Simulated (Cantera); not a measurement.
Feed: 1 mol CaCO3, 0.14 mol O2, 3.4 mol H2O, at 3000 Pa.

Cantera equilibrium calculation (NASA polynomials, part measured and part estimated; ideal gas, pure solids and liquids). Candidate condensed phases: C, C6H6, C7H8, C8H18, Ca, CaCO3, CaO, Ca(OH)2, H2O; 115 gas species. Rates play no part.

### Question
At 1825 K, list the 5 most abundant gas species with their mole fractions, and the condensed phases.

### Answer
H2O 0.744, CO2 0.218, O2 0.0316, OH 0.00327, CO 0.00188. Condensed: CaO(s).
